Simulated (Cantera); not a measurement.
Feed: 1 mol Si, 6 mol Cl2, 12 mol H2, held at 1227 °C and 1.50 mbar.

Method: chemical equilibrium by Gibbs-energy minimisation in Cantera with the NASA 1993 tables (ideal gas, pure condensed phases). Candidate condensed phases: Si; 19 gas species. The tables' values for SiCl3 are old estimates; treat these amounts as uncertain. Rates play no part.

Base state: HCl 0.550, H2 0.393, SiCl2 0.0502, SiCl3 0.00425, SiCl4 0.00114, Cl 0.000321, H 0.000285, SiHCl3 8.46e-5 (mole fractions); condensed: gas only.

What changes in the equilibrium state with this change: pressure from 1.50 mbar to 0.220 bar?


| species | before | after |
|---|---|---|
| HCl | 0.550 | 0.501 |
| H2 | 0.393 | 0.441 |
| SiCl4 | 0.00114 | 0.0311 |
| SiCl2 | 0.0502 | 0.0126 |
| SiCl3 | 0.00425 | 0.0111 |
| SiH2Cl2 | 9.96e-7 | 4.11e-5 |
| SiHCl3 | 8.46e-5 | 0.00284 |
| Cl | 0.000321 | 2.28e-5 |
| H | 0.000285 | 2.49e-5 |
